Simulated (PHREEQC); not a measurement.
A solution holds 0.25 mmol/kgw Ca(HCO3)2 and 75 mmol/kgw Na2HPO4, at 65 °C. Closed to the air; pH follows from the charge balance.

Equilibrium calculation in PHREEQC: ion-association model, wateq4f.dat.

This is a speciation only: nothing precipitates in the calculation.

Task: What pH, ionic strength does the model give?

Result: pH 8.72; ionic strength 0.214 mol/kgw.

Task: In which forms is P present?

Result: HPO4-2 92 %, NaHPO4- 6.8 %, H2PO4- 0.8 % of the P.

The solution is supersaturated, for example in Hydroxyapatite, so a real one may precipitate; this is no full list. Complexes and solids missing from the database can't appear. H3PO4, which wateq4f.dat lacks, is added to it with the constant of phreeqc.dat. Constants without temperature data keep their 25 °C values here.
